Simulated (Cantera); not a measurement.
A closed system holds: 1 mol SiH4, 0.085 mol CH4, 3.2 mol H2, equilibrated at 2573 K and 13.3 mbar.

Method: chemical equilibrium by Gibbs-energy minimisation in Cantera with the NASA 1993 tables (ideal gas, pure condensed phases). Candidate condensed phases: C, C6H6, C7H8, C8H18, Si, SiC; 87 gas species. Gases not in the tables: Si2H6 and higher silanes. Kinetics and transport are ignored.

Q: What is the equilibrium state?

A: 
- x(H2): 0.629
- x(H): 0.236
- x(Si): 0.123
- x(Si2C): 0.00425
- x(SiC2): 0.00304
- x(SiH): 0.00268
- x(Si2): 0.000747
- x(C2H2 (acetylene)): 0.000711
- x(SiH2): 0.000169
- gas amount: 7.169 mol
- log10 activity of C(graphite) (absent): -0.56
- log10 activity of Si(l) (absent): -0.69
